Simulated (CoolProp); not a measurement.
Properties of methane along the isotherm 307 K.

Computed with CoolProp (reference Helmholtz-energy equation of state, Setzmann 1991).

```json
[
 {"p (bar)": "0.218", "phase": "gas", "Z": "0.9997", "cp (kJ/(kg K))": "2.248", "isothermal compressibility (1/MPa)": "45.89", "expansivity (1/kK)": "3.261"},
 {"p (bar)": "0.496", "phase": "gas", "Z": "0.9992", "cp (kJ/(kg K))": "2.250", "isothermal compressibility (1/MPa)": "20.18", "expansivity (1/kK)": "3.267"},
 {"p (bar)": "1.13", "phase": "gas", "Z": "0.9982", "cp (kJ/(kg K))": "2.253", "isothermal compressibility (1/MPa)": "8.865", "expansivity (1/kK)": "3.279"},
 {"p (bar)": "2.57", "phase": "gas", "Z": "0.9960", "cp (kJ/(kg K))": "2.261", "isothermal compressibility (1/MPa)": "3.907", "expansivity (1/kK)": "3.306"},
 {"p (bar)": "5.85", "phase": "gas", "Z": "0.9910", "cp (kJ/(kg K))": "2.279", "isothermal compressibility (1/MPa)": "1.725", "expansivity (1/kK)": "3.370"},
 {"p (bar)": "13.3", "phase": "gas", "Z": "0.9796", "cp (kJ/(kg K))": "2.321", "isothermal compressibility (1/MPa)": "0.7673", "expansivity (1/kK)": "3.518"},
 {"p (bar)": "30.3", "phase": "gas", "Z": "0.9544", "cp (kJ/(kg K))": "2.426", "isothermal compressibility (1/MPa)": "0.3452", "expansivity (1/kK)": "3.876"},
 {"p (bar)": "69", "phase": "supercritical", "Z": "0.9025", "cp (kJ/(kg K))": "2.704", "isothermal compressibility (1/MPa)": "0.1583", "expansivity (1/kK)": "4.756"}
]
```
